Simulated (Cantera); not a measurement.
A closed system holds: 1 mol Si, a varied amount of NF3, 6.5 mol Cl2, held at 1023 K and 8.00 mbar.

Equilibrium computed with Cantera from the NASA thermochemical tables; the gas is ideal and each condensed phase is pure. Candidate condensed phases: Si, Si3N4; 24 gas species. Rates play no part.

Q: At 4.5 mol NF3, list the 5 most abundant gas species with their mole fractions, and the condensed phases.

A: ClF 0.649, N2 0.155, Cl2 0.121, SiF4 0.0688, F 0.00387. Condensed: gas only.
